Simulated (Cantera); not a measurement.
Mixture: 15.5 % CH₄, 14.8 % O₂, 69.7 % N₂, at 2550 Torr, adiabatic and at constant pressure. Ignition delay is the time to a rise of 400 K.

Model: GRI-Mech 3.0 (53 species, 325 reactions), integrated in Cantera.

Problem. Predict: delay at 1075 K; delay at 1225 K; delay at 1375 K; delay at 1525 K; delay at 1675 K; apparent activation energy between 1525 and 1675 K.

Solution. 
```
Property                                                Result
--------------------------------------------------  ----------
delay at 1075 K                                        0.160 s
delay at 1225 K                                        19.8 ms
delay at 1375 K                                        3.17 ms
delay at 1525 K                                       0.612 ms
delay at 1675 K                                       0.145 ms
apparent activation energy between 1525 and 1675 K  200 kJ/mol
```
